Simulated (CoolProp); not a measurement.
Vapour-liquid equilibrium of R143a (1) + dimethyl ether (2) at 0.0443 MPa; x and y are mole fractions of (1).

Computed with CoolProp (multi-fluid Helmholtz-energy mixture model, Lemmon and Jacobsen 2000 and Wu 2011; pair parameters Bell 2016).

Problem. Give the bubble temperature and the first vapour's composition at x = 0.05, 0.45, 0.55. Is there an azeotrope?

Solution. x = 0.05: 228.6 K, y = 0.153; x = 0.45: 217.6 K, y = 0.720; x = 0.55: 215.8 K, y = 0.788. No azeotrope shows between x = 0.05 and 0.95.

Pair parameters are fitted to limited data, so mixtures are less certain than the pure fluids.
